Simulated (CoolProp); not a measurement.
n-heptane along the isobar 24.6 bar: Z from the reference equation and from simpler models built on Tc = 268.1 °C, pc = 27.74 bar, ω = 0.349; each cubic takes its own stable root.

Values from CoolProp's reference Helmholtz-energy equation of state, Span 2003. It is a short technical equation, of lower accuracy than the large ones.

| T (°C) | phase | reference | van der Waals | Soave-Redlich-Kwong |
|---|---|---|---|---|
| -26.75 | liquid | 0.1661 | 0.2872 | 0.1894 |
| -16.75 | liquid | 0.1615 | 0.2784 | 0.1835 |
| -6.75 | liquid | 0.1572 | 0.2704 | 0.1781 |
| 3.25 | liquid | 0.1533 | 0.2631 | 0.1732 |
| 13.25 | liquid | 0.1497 | 0.2564 | 0.1687 |
| 23.25 | liquid | 0.1464 | 0.2502 | 0.1646 |
| 33.15 | liquid | 0.1434 | 0.2446 | 0.1610 |
| 43.15 | liquid | 0.1406 | 0.2394 | 0.1576 |
| 53.15 | liquid | 0.1380 | 0.2347 | 0.1545 |
| 63.15 | liquid | 0.1357 | 0.2303 | 0.1518 |
| 73.15 | liquid | 0.1336 | 0.2263 | 0.1493 |
| 83.15 | liquid | 0.1316 | 0.2227 | 0.1471 |
